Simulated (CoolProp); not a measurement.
Computed with CoolProp (reference Helmholtz-energy equation of state, Smukala 2000).

**Question.** For ethylene, give the phase and the cp (kJ/(kg K)), cv (kJ/(kg K)), expansivity (1/kK), fugacity coefficient at 324.4 K and 12600 kPa.

**Answer.** 
- 324.4 K and 12600 kPa: supercritical; cp 4.05, cv 1.55, expansivity 11.7, fugacity coefficient 0.541
